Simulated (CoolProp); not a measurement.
Diethyl ether along the isotherm 24.45 °C: fugacity coefficient from the reference equation and from simpler models built on Tc = 194.7 °C, pc = 3.717 MPa, ω = 0.282; each cubic takes its own stable root.

The numbers come from the reference Helmholtz-energy equation of state, Thol 2014 in CoolProp.

```
p (MPa)   phase  reference
-------  ------  ---------
0.0294      gas     0.9858
0.0443      gas     0.9786
0.0669      gas     0.9674
0.101    liquid     0.6704
0.152    liquid     0.4464
0.23     liquid     0.2960
0.346    liquid     0.1977
0.523    liquid     0.1318
0.788    liquid    0.08846
1.19     liquid    0.05958
1.79     liquid    0.04062
2.71     liquid    0.02789
4.08     liquid    0.01962
6.16     liquid    0.01418
9.29     liquid    0.01071
```

How far does each simpler model (van der Waals, Soave-Redlich-Kwong) lie from the reference over these 15 states: mean and median of the absolute difference, and the worst?


- van der Waals: mean 335.5 %, median 487.3 %, worst +640.5 % at 24.45 °C and 9.29 MPa
- Soave-Redlich-Kwong: mean 0.7 %, median 0.4 %, worst +3.1 % at 24.45 °C and 9.29 MPa

At some of these states van der Waals gives the other phase, because its saturation line lies elsewhere.
